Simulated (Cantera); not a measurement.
An isothermal, constant-pressure homogeneous reactor starts with 31.2 % NH3, 68.8 % N2, at 1600 K and 0.987 atm.

Detailed kinetics in Cantera: the gas-phase N/H chemistry of the illustrative SiF4/NH3 mechanism in the Surface Chemkin manual (1991). Walls and surfaces, which speed up NH3 decomposition in real reactors, are not modelled.

Question: Predict: x(NH3) at 2.00 s; x(H2) at 2.00 s; x(N) at 2.00 s; x(NH) at 2.00 s; x(N2H2) at 2.00 s; x(N2) at 2.00 s; x(H) at 2.00 s.

Answer: 
```
Item                                                 Result
-----------------  ----------------------------------------
x(NH3) at 2.00 s      0.234 (gas-phase equilibrium 7.89e-6)
x(H2) at 2.00 s        0.0899 (gas-phase equilibrium 0.357)
x(N) at 2.00 s       8.12e-9 (gas-phase equilibrium <1e-12)
x(NH) at 2.00 s    2.41e-7 (gas-phase equilibrium 1.17e-11)
x(N2H2) at 2.00 s    1.15e-7 (gas-phase equilibrium <1e-12)
x(N2) at 2.00 s         0.676 (gas-phase equilibrium 0.643)
x(H) at 2.00 s      7.15e-6 (gas-phase equilibrium 3.27e-5)
```
